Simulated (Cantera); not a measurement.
Silicon oxide and oxynitride deposition: SiH₄ + H₂O

Input: 1 mol SiH₄, 0.2 mol H₂O, equilibrated at 0.133 bar.

These are equilibrium values from Cantera (NASA tables, ideal gas, pure condensed phases), not measurements of a reactor. Candidate condensed phases: H₂O, Si, SiO₂; 18 gas species. Mutual solubility and eutectic melting of coexisting phases are not modelled. The tables hold silica as quartz up to 1696 K and as liquid above; real silica turns to tridymite and cristobalite and melts near 1996 K. Gases not in the tables: Si₂H₆ and higher silanes. The numbers say what is thermodynamically allowed, not how fast it happens.

From 923 K to 1623 K the condensed part is Si(s) + SiO₂(β-quartz). From 1723 K to 2023 K the condensed part is Si(l). The main Si-bearing gas is SiH₄ at 923 K and SiO at 2023 K.

```
T (K)  log p H₂  log p SiO  log p H  log p Si  log p SiH₂  log p SiH  n Si(s)  n SiO₂(β-quartz)  n Si(l)
-----  --------  ---------  -------  --------  ----------  ---------  -------  ----------------  -------
923       -0.88     -10.80   -10.05      <-12      -11.96       <-12    0.900             0.100        0
1023      -0.88      -8.88    -8.82      <-12      -10.62       <-12    0.900             0.100        0
1123      -0.88      -7.30    -7.81      <-12       -9.52     -12.22    0.900            0.1000        0
1223      -0.88      -5.99    -6.96    -11.49       -8.60     -10.82    0.900            0.1000        0
1323      -0.88      -4.88    -6.24    -10.05       -7.82      -9.62    0.900            0.0999        0
1423      -0.88      -3.93    -5.62     -8.82       -7.15      -8.60    0.899            0.0990        0
1523      -0.88      -3.11    -5.08     -7.74       -6.58      -7.72    0.894            0.0935        0
1623      -0.89      -2.39    -4.60     -6.81       -6.08      -6.95    0.865            0.0652        0
1723      -0.91      -1.95    -4.20     -6.01       -5.68      -6.31        0                 0    0.800
1823      -0.91      -1.95    -3.82     -5.35       -5.37      -5.78        0                 0    0.800
1923      -0.91      -1.95    -3.48     -4.77       -5.09      -5.31        0                 0    0.799
2023      -0.92      -1.96    -3.18     -4.24       -4.83      -4.89        0                 0    0.798
```
log p: log10 of the partial pressure in bar; n: condensed amount in mol.
